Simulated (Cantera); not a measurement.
# Stirred combustor or abatement burner

A perfectly stirred reactor is fed with 29.2 % H₂, 14.9 % O₂, 56.0 % N₂, equivalence ratio 0.98, at 4.24 atm; it is adiabatic with a 425 K inlet, and is followed from long to short residence time, starting on the burning branch (τ in s: 0.048, 0.019, 0.0077, 0.0031, 0.0012, 0.00049, 0.00019, 7.7e-05, 3.1e-05, 1.2e-05).

Model: GRI-Mech 3.0 (53 species, 325 reactions), integrated in Cantera. The hydrogen kinetics of GRI-Mech 3.0 are dated; newer H2 mechanisms differ, most at raised pressure.

| τ (s) | T (K) | x H₂ | x O₂ | x NO₂ | x H₂O₂ | x H | x O |
|---|---|---|---|---|---|---|---|
| 0.048 | 2478 | 0.0113 | 0.00584 | 9.39e-7 | 3.47e-7 | 0.00121 | 0.000492 |
| 0.019 | 2476 | 0.0115 | 0.00608 | 8.36e-7 | 3.58e-7 | 0.00126 | 0.000516 |
| 0.0077 | 2473 | 0.0119 | 0.00653 | 6.58e-7 | 3.78e-7 | 0.00137 | 0.000566 |
| 0.0031 | 2463 | 0.0129 | 0.00729 | 4.35e-7 | 4.15e-7 | 0.00163 | 0.000669 |
| 0.0012 | 2440 | 0.0152 | 0.00850 | 2.45e-7 | 4.80e-7 | 0.00223 | 0.000887 |
| 0.00049 | 2401 | 0.0188 | 0.0102 | 1.34e-7 | 5.81e-7 | 0.00341 | 0.00129 |
| 0.00019 | 2334 | 0.0243 | 0.0127 | 6.90e-8 | 7.44e-7 | 0.00583 | 0.00207 |
| 7.7e-5 | 2242 | 0.0309 | 0.0160 | 3.93e-8 | 9.76e-7 | 0.00992 | 0.00329 |
| 3.1e-5 | 2119 | 0.0383 | 0.0202 | 2.67e-8 | 1.36e-6 | 0.0165 | 0.00507 |
| 1.2e-5 | 1957 | 0.0470 | 0.0259 | 1.98e-8 | 2.18e-6 | 0.0264 | 0.00724 |
x: mole fraction; the columns are a selection and need not sum to one.
